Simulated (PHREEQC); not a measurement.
Acid mine or pickling water: an equilibrium model

A made-up water analysis in mg/L, 20 °C, pH 2.74, pe 11:

| constituent | mg/L |
|---|---|
| Na | 63.2 |
| K | 11.9 |
| Ca | 70.4 |
| Mg | 20.5 |
| Cl | 67.1 |
| S(6) as SO4 | 507 |
| Zn | 0.306 |
| Sr | 6.93 |
| Mn(2) | 1.24 |
| Pb | 2.28 |
| Fe(3) | 11.8 |
| Cu(2) | 5.38 |

Valence states are taken as typed.

The numbers come from PHREEQC with the ion-association model, phreeqc.dat.

No solid was allowed to form.

Task: Predict the ionic strength, specific conductance.

Result: ionic strength 0.0163 mol/kgw; specific conductance 1510 µS/cm.

Task: In which forms is Zn present?

Result: Zn+2 74 %, ZnSO4 25 %, Zn(SO4)2-2 0.9 % of the Zn.

Saturation is exceeded, for instance for Jarosite-K, Hematite (slow to form); the values hold only as long as no solid forms.
